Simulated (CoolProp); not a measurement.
Properties of R113 along the isotherm 247.6 K.

Computed with CoolProp (reference Helmholtz-energy equation of state, Marx 1992).

```json
[
 {"p (MPa)": "0.00536", "phase": "liquid", "density (kg/m³)": "1681", "isothermal compressibility (1/MPa)": "___", "expansivity (1/kK)": "1.360"},
 {"p (MPa)": "0.00867", "phase": "liquid", "density (kg/m³)": "1681", "isothermal compressibility (1/MPa)": "0.001093", "expansivity (1/kK)": "1.360"},
 {"p (MPa)": "0.014", "phase": "liquid", "density (kg/m³)": "1681", "isothermal compressibility (1/MPa)": "0.001093", "expansivity (1/kK)": "1.360"},
 {"p (MPa)": "0.0226", "phase": "liquid", "density (kg/m³)": "1681", "isothermal compressibility (1/MPa)": "0.001093", "expansivity (1/kK)": "1.360"},
 {"p (MPa)": "0.0365", "phase": "liquid", "density (kg/m³)": "1681", "isothermal compressibility (1/MPa)": "0.001093", "expansivity (1/kK)": "1.360"},
 {"p (MPa)": "0.059", "phase": "liquid", "density (kg/m³)": "1681", "isothermal compressibility (1/MPa)": "0.001093", "expansivity (1/kK)": "1.360"},
 {"p (MPa)": "0.0954", "phase": "liquid", "density (kg/m³)": "1681", "isothermal compressibility (1/MPa)": "0.001092", "expansivity (1/kK)": "1.359"},
 {"p (MPa)": "0.154", "phase": "liquid", "density (kg/m³)": "1681", "isothermal compressibility (1/MPa)": "0.001092", "expansivity (1/kK)": "1.359"},
 {"p (MPa)": "0.249", "phase": "liquid", "density (kg/m³)": "1681", "isothermal compressibility (1/MPa)": "0.001090", "expansivity (1/kK)": "___"},
 {"p (MPa)": "0.402", "phase": "liquid", "density (kg/m³)": "1681", "isothermal compressibility (1/MPa)": "0.001088", "expansivity (1/kK)": "1.356"},
 {"p (MPa)": "0.65", "phase": "liquid", "density (kg/m³)": "1682", "isothermal compressibility (1/MPa)": "0.001085", "expansivity (1/kK)": "___"},
 {"p (MPa)": "1.05", "phase": "liquid", "density (kg/m³)": "1682", "isothermal compressibility (1/MPa)": "0.001080", "expansivity (1/kK)": "1.350"},
 {"p (MPa)": "1.7", "phase": "liquid", "density (kg/m³)": "___", "isothermal compressibility (1/MPa)": "0.001072", "expansivity (1/kK)": "1.344"}
]
```

Problem. Complete the blanks.

Solution. 
- 0.00536, isothermal compressibility (1/MPa): 0.001094
- 0.249, expansivity (1/kK): 1.358
- 0.65, expansivity (1/kK): 1.354
- 1.7, density (kg/m³): 1684
